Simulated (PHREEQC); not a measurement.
Solution (25 °C): 1.7 mmol/kgw (NH4)2SiF6. Closed to the air; pH follows from the charge balance.

Model: ion-association model, phreeqc.dat, run in PHREEQC.

Precipitation was switched off in this run.

### Question
Predict the pH, ionic strength.

### Answer
pH 3.23; ionic strength 0.00525 mol/kgw.

### Question
In which forms is Si present?

### Answer
SiF6-2 72 %, H4SiO4 28 % of the Si.

Examples of supersaturated solids here: Quartz (slow to form), Chalcedony (slow to form). Others may be too. Species that the database lacks are ignored. SiF6-2 is the database's only silicon fluoride.
